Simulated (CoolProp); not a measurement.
Properties of tetradecamethylhexasiloxane (MD4M) along the isotherm 620 K (Tc = 653.2 K, pc = 0.8286 MPa, ω = 0.800).

The numbers come from the reference Helmholtz-energy equation of state, Thol 2019 in CoolProp.

```csv
p (MPa),phase,density (kg/m³),cp (kJ/(kg K)),cv (kJ/(kg K)),isothermal compressibility (1/MPa)
0.0296,gas,2.683,2.087,2.067,34.40
0.0592,gas,5.467,2.091,2.069,(withheld)
0.0888,gas,8.361,2.096,2.071,11.93
0.118,gas,11.34,2.101,2.073,9.178
0.148,gas,(withheld),2.106,2.075,7.497
0.178,gas,(withheld),2.112,2.077,(withheld)
0.207,gas,21.28,2.119,2.079,5.656
0.237,gas,24.99,2.126,2.081,5.096
0.266,gas,28.79,2.135,(withheld),4.694
0.296,gas,32.99,2.145,2.086,4.382
0.326,gas,37.48,2.157,2.088,4.152
0.355,gas,42.18,2.171,2.091,3.995
0.385,gas,47.47,2.188,2.094,3.894
0.414,gas,(withheld),2.210,2.097,3.856
```

Q: Some entries are withheld; supply them.

A: 
- 0.0592, isothermal compressibility (1/MPa): 17.53
- 0.148, density (kg/m³): 14.53
- 0.178, density (kg/m³): 17.88
- 0.178, isothermal compressibility (1/MPa): 6.399
- 0.266, cv (kJ/(kg K)): 2.083
- 0.414, density (kg/m³): 53.11
